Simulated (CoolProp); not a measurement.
Computed with CoolProp (reference Helmholtz-energy equation of state, Akasaka 2023).

Give the vapour pressure (kPa), enthalpy of vaporisation (kJ/kg), liquid cp (kJ/(kg K)), vapour Z of saturated R1336mzz(E) at 259.2, 312 K.


```csv
T (K),p (kPa),enthalpy of vaporisation (kJ/kg),liquid cp (kJ/(kg K)),vapour Z
259.2,38.1,164,1.20,0.976
312,307,137,1.27,0.892
```
